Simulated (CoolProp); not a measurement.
n-butane along the isobar 0.683 MPa: fugacity coefficient from the reference equation and from simpler models built on Tc = 152.0 °C, pc = 3.796 MPa, ω = 0.201; each cubic takes its own stable root.

Values from CoolProp's reference Helmholtz-energy equation of state, Bücker 2006.

```tsv
T (°C)	phase	reference	van der Waals	Peng-Robinson
113.15	gas	0.9172	0.9330	0.9110
140.05	gas	0.9340	0.9430	0.9270
167.05	gas	0.9468	0.9511	0.9397
193.95	gas	0.9567	0.9578	0.9498
220.95	gas	0.9645	0.9633	0.9581
247.95	gas	0.9708	0.9680	0.9649
274.85	gas	0.9758	0.9719	0.9705
301.85	gas	0.9800	0.9753	0.9751
```
